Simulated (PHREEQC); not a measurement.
Solution (25 °C): 0.46 mol/kgw ZnSO4, 0.015 mol/kgw KCl and 0.12 mol/kgw MnSO4. Closed to the air; pH follows from the charge balance.

Computed with PHREEQC (ion-association model, wateq4f.dat).

The ionic strength comes out as 1.05 mol/kgw. What activity coefficients do K+, KSO4-, Mn+2, MnCl+, Zn+2 get?

K+ 0.60, KSO4- 0.65, Mn+2 0.20, MnCl+ 0.64, Zn+2 0.20.

No solid was allowed to form. Caution: at this ionic strength the ion-association model is outside its range; a Pitzer model would be the better tool where its parameters exist.
